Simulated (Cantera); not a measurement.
An adiabatic, constant-volume homogeneous reactor starts with CH4 : H2 : O2 : N2 = 1 : 0.23 : 1.18 : 4.42 (molar parts), at 1300 K and 500000 Pa.

Detailed kinetics in Cantera: GRI-Mech 3.0 (53 species, 325 reactions).

One state of this run: T (K) = 2817; P (bar) = 12.2; x CH4 = 2.40e-10; x H2 = 0.130; x O2 = 6.32e-5; x H = 0.00901; x CH3 = 2.76e-10; x C2H2 = <1e-12; x H2O = 0.154. x: mole fraction; the columns are a selection and need not sum to one.

Task: Which value of t (s) does it belong to?
A. 7.73e-6
B. 0.00227
C. 1.99e-5
D. 3.00e-6

Result: B, 0.00227
